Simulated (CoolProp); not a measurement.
Vapour-liquid equilibrium of R22 (1) + R142b (2) at 0.00404 MPa; x and y are mole fractions of (1).

Values from CoolProp's multi-fluid Helmholtz-energy mixture model, Kamei 1995 and Lemmon 2006; pair parameters Bell 2016.

| x | bubble temperature, mixture model (K) | bubble temperature, Raoult's law (K) | y, mixture model | y, Raoult's law |
|---|---|---|---|---|
| 0.05 | 202.2 | 202.1 | ? | 0.237 |
| 0.2 | 196.1 | 195.7 | 0.596 | 0.614 |
| 0.35 | 192.0 | 191.3 | ? | 0.783 |
| 0.5 | 188.7 | 188.0 | ? | 0.875 |
| 0.65 | ? | 185.4 | 0.929 | 0.931 |
| 0.8 | ? | 183.3 | 0.970 | 0.968 |
| 0.95 | 181.6 | 181.6 | 0.994 | 0.993 |

Q: Some entries are withheld; supply them.

A: 
- 0.05, y, mixture model: 0.233
- 0.35, y, mixture model: 0.767
- 0.5, y, mixture model: 0.866
- 0.65, bubble temperature, mixture model (K): 185.9
- 0.8, bubble temperature, mixture model (K): 183.6

The largest gap from Raoult's law is +0.7 K in bubble temperature, at x = 0.5. No azeotrope shows between x = 0.05 and 0.95.

The pair parameters rest on a limited set of measurements; away from them the model extrapolates.
